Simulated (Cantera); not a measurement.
**B2H6 + N2 + H2 (boron, boron nitride and boron oxide)**

Input: 1 mol B2H6, 0.3 mol N2, 1.4 mol H2, at 0.128 Torr.

These are equilibrium values from Cantera (NASA tables, ideal gas, pure condensed phases), not measurements of a reactor. Candidate condensed phases: B, BN; 15 gas species. The feed counts by its element totals alone. N2 is the only nitrogen source here; it is nearly inert below about 1500 K, so the nitride shown seldom forms there in practice. Mutual solubility and eutectic melting of coexisting phases are not modelled. The tables' values for BH2 are old estimates; treat these amounts as uncertain. Kinetics and transport are ignored.

| T (K) | x H2 | x H | x N2 | x B | x BH2 | x BH | n B(s) | n BN(s) |
|---|---|---|---|---|---|---|---|---|
| 1325 | 1.000 | 0.000125 | 1.61e-7 | 3.09e-11 | 1.27e-6 | 3.85e-11 | 1.40 | 0.600 |
| 1425 | 0.999 | 0.000523 | 3.89e-6 | 1.08e-9 | 4.36e-6 | 6.22e-10 | 1.40 | 0.600 |
| 1525 | 0.998 | 0.00181 | 6.18e-5 | 2.37e-8 | 1.27e-5 | 6.94e-9 | 1.40 | 0.599 |
| 1625 | 0.994 | 0.00539 | 0.000695 | 3.53e-7 | 3.24e-5 | 5.72e-8 | 1.41 | 0.594 |
| 1725 | 0.980 | 0.0141 | 0.00590 | 3.84e-6 | 7.30e-5 | 3.66e-7 | 1.45 | 0.547 |
| 1825 | 0.928 | 0.0325 | 0.0395 | 3.21e-5 | 0.000144 | 1.87e-6 | 1.77 | 0.232 |
| 1925 | 0.870 | 0.0684 | 0.0616 | 0.000214 | 0.000260 | 7.94e-6 | 2.00 | 0 |
| 2025 | 0.806 | 0.133 | 0.0595 | 0.00118 | 0.000435 | 2.90e-5 | 1.99 | 0 |
| 2125 | 0.704 | 0.234 | 0.0560 | 0.00555 | 0.000647 | 9.02e-5 | 1.97 | 0 |
x: gas mole fraction; n: condensed amount in mol.

From 1325 K to 1825 K the condensed part is B(s) + BN(s). From 1925 K to 2125 K the condensed part is B(s).
